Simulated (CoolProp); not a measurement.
Vapour-liquid equilibrium of n-heptane (1) + m-xylene (2) at 220.95 °C; x and y are mole fractions of (1).

Model: multi-fluid Helmholtz-energy mixture model, Span 2003 and Zhou 2012; pair parameters Bell 2016, in CoolProp.

```json
[
 {"x": "0.05", "bubble pressure (MPa)": "0.6530", "y at the bubble point": "0.106", "dew pressure at overall composition x (MPa)": "0.6270", "liquid density (mol/L)": "6.171"},
 {"x": "0.15", "bubble pressure (MPa)": "[?]", "y at the bubble point": "0.274", "dew pressure at overall composition x (MPa)": "0.6743", "liquid density (mol/L)": "6.000"},
 {"x": "0.25", "bubble pressure (MPa)": "0.8245", "y at the bubble point": "[?]", "dew pressure at overall composition x (MPa)": "0.7279", "liquid density (mol/L)": "5.831"},
 {"x": "0.35", "bubble pressure (MPa)": "[?]", "y at the bubble point": "0.510", "dew pressure at overall composition x (MPa)": "0.7886", "liquid density (mol/L)": "5.665"},
 {"x": "0.45", "bubble pressure (MPa)": "0.9777", "y at the bubble point": "0.602", "dew pressure at overall composition x (MPa)": "0.8573", "liquid density (mol/L)": "5.500"},
 {"x": "0.55", "bubble pressure (MPa)": "1.051", "y at the bubble point": "0.683", "dew pressure at overall composition x (MPa)": "0.9344", "liquid density (mol/L)": "5.336"},
 {"x": "0.65", "bubble pressure (MPa)": "1.124", "y at the bubble point": "0.759", "dew pressure at overall composition x (MPa)": "1.020", "liquid density (mol/L)": "5.172"},
 {"x": "0.75", "bubble pressure (MPa)": "1.197", "y at the bubble point": "0.830", "dew pressure at overall composition x (MPa)": "1.115", "liquid density (mol/L)": "5.009"},
 {"x": "0.85", "bubble pressure (MPa)": "[?]", "y at the bubble point": "0.899", "dew pressure at overall composition x (MPa)": "1.218", "liquid density (mol/L)": "4.844"},
 {"x": "0.95", "bubble pressure (MPa)": "1.346", "y at the bubble point": "0.966", "dew pressure at overall composition x (MPa)": "1.328", "liquid density (mol/L)": "4.677"}
]
```

Q: What belongs in the gaps?

A: 
- 0.15, bubble pressure (MPa): 0.7419
- 0.25, y at the bubble point: 0.404
- 0.35, bubble pressure (MPa): 0.9026
- 0.85, bubble pressure (MPa): 1.271

No azeotrope shows between x = 0.05 and 0.95.

The pair parameters rest on a limited set of measurements; away from them the model extrapolates.
